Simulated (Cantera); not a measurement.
An isothermal, constant-pressure homogeneous reactor starts with H2 : O2 : N2 = 1.3 : 1 : 4.7 (molar parts), equivalence ratio 0.65, at 775 K and 0.140 bar. Integrator tolerance rtol = 1e-08.

Detailed kinetics in Cantera: the H2/O2 subset of GRI-Mech 3.0, which has no nitrogen chemistry. Radical loss at walls, strong at low pressure, is not modelled. Below about 950 K walls govern HO2 and H2O2 in real vessels. The temperature is held fixed by assumption; the heat of reaction is taken as removed at once.

Question: What does this change do: temperature 775 to 900 K?

Answer: 
```
quantity                                             before                                      after
----------------  -----------------------------------------  -----------------------------------------
x(H2) at 30.0 s        0.186 (gas-phase equilibrium <1e-12)   9.71e-6 (gas-phase equilibrium 7.50e-12)
x(O2) at 30.0 s        0.143 (gas-phase equilibrium 0.0551)      0.0551 (gas-phase equilibrium 0.0551)
x(H2O) at 30.0 s     0.000109 (gas-phase equilibrium 0.205)        0.205 (gas-phase equilibrium 0.205)
x(O) at 30.0 s      2.06e-10 (gas-phase equilibrium <1e-12)  4.24e-10 (gas-phase equilibrium 3.40e-12)
x(H) at 30.0 s       2.36e-9 (gas-phase equilibrium <1e-12)    7.89e-11 (gas-phase equilibrium <1e-12)
x(OH) at 30.0 s   5.14e-11 (gas-phase equilibrium 6.68e-10)    2.69e-8 (gas-phase equilibrium 2.20e-8)
```
